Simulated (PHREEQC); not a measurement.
A column of 1 m (30 cells, dispersivity 0.05 m, 720 s a shift, diffusion coefficient 3e-10 m²/s) holds 0.0068 eq of the database's cation exchanger X per kg of pore water, first in equilibrium with 0.033 mol MgSO4, 0.012 mol KBr, 0.00043 mol CdCl2 and 1e-05 mol HCl per kg of water. It is flushed with 0.006 mol/kgw MgCl2, 0.00089 mol/kgw MnCl2 and 1e-05 mol/kgw HCl, at 15 °C. Values are for the last cell. No CO2 enters from the air. No solid was allowed to form.

The numbers come from PHREEQC with the ion-association model, phreeqc.dat.

| pore volumes | Mn in solution (mol/kgw) | Br in solution (mol/kgw) | S in solution (mol/kgw) | K in solution (mol/kgw) | Cd in solution (mol/kgw) |
|---|---|---|---|---|---|
| 0 | 0 | 0.0120 | 0.0330 | 0.0120 | 0.000430 |
| 0.2167 | 5.84e-13 | 0.0120 | 0.0330 | 0.0120 | 0.000430 |
| 0.5167 | 8.99e-6 | 0.0117 | 0.0323 | 0.0118 | 0.000421 |
| 0.8167 | 0.000142 | 0.00827 | 0.0227 | 0.00916 | 0.000303 |
| 1.017 | 0.000269 | 0.00501 | 0.0138 | 0.00631 | 0.000196 |
| 1.217 | 0.000372 | 0.00260 | 0.00715 | 0.00392 | 0.000120 |
| 1.517 | 0.000510 | 0.000808 | 0.00222 | 0.00173 | 5.93e-5 |
| 1.817 | 0.000651 | 0.000220 | 0.000605 | 0.000700 | 3.10e-5 |
| 2.017 | 0.000730 | 8.83e-5 | 0.000243 | 0.000366 | 1.98e-5 |
| 2.217 | 0.000790 | 3.46e-5 | 9.51e-5 | 0.000187 | 1.24e-5 |
| 2.517 | 0.000844 | 8.20e-6 | 2.26e-5 | 6.52e-5 | 5.79e-6 |
| 2.817 | 0.000870 | 1.89e-6 | 5.21e-6 | 2.20e-5 | 2.59e-6 |
| 3.017 | 0.000879 | 7.06e-7 | 1.94e-6 | 1.05e-5 | 1.49e-6 |

Complexes and solids missing from the database can't appear.
